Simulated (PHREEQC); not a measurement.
Solution (20 °C): 0.0079 mol KOH, 1.7e-06 mol H4SiO4 and 0.21 mol K2CO3 per kg of water. Closed to the air; pH follows from the charge balance.

Computed with PHREEQC (ion-association model, phreeqc.dat).

| quantity | before | after |
|---|---|---|
| pH | 11.94 | 11.57 |
| ionic strength (mol/kgw) | 0.636 | 0.634 |
| HCO3- (mol/kgw) | 0.00177 | 0.00412 |
| H2SiO4-2 (mol/kgw) | 1.90e-7 | 8.60e-8 |
| H4SiO4 (mol/kgw) | 7.61e-9 | 1.90e-8 |
| CO2 (mol/kgw) | 2.88e-9 | 1.57e-8 |
| SI of Quartz (SiO2) | -3.99 | -3.59 |

**Question.** What was changed between the two runs?
(A) KOH replaced by KBr at the same molality
(B) 0.0035 mol/kgw AlCl3 added
(C) K2CO3 from 0.21 to 0.189 mol/kgw

**Answer.** A, KOH replaced by KBr at the same molality

This is a speciation only: nothing precipitates in the calculation.
